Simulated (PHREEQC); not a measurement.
Synthetic water in mg/L, 27 °C, pH 6.36, pe 9.9: Na 247; K 126; Ca 212; Mg 146; Cl 30.8; S(6) as SO4 920; Alkalinity as HCO3 956; Sr 2.11; Zn 1.01; Cd 95.6; O(0) (dissolved oxygen) 8.32; Li 0.0393.

Valence states are taken as typed.

Computed with PHREEQC (ion-association model, phreeqc.dat).

Problem. The ionic strength comes out as 0.0454 mol/kgw. What activity coefficients do CO3-2, Sr+2, HCO3-, Cd+2, KSO4- get?

Solution. CO3-2 0.48, Sr+2 0.49, HCO3- 0.83, Cd+2 0.47, KSO4- 0.83.

This is a speciation only: nothing precipitates in the calculation. Saturation is exceeded, for instance for Otavite; the values hold only as long as no solid forms. Complexes and solids missing from the database can't appear. The database's cadmium carbonate complexes are estimates of doubtful size. The database's zinc carbonate complexes are estimates, stronger than later reviews accept.
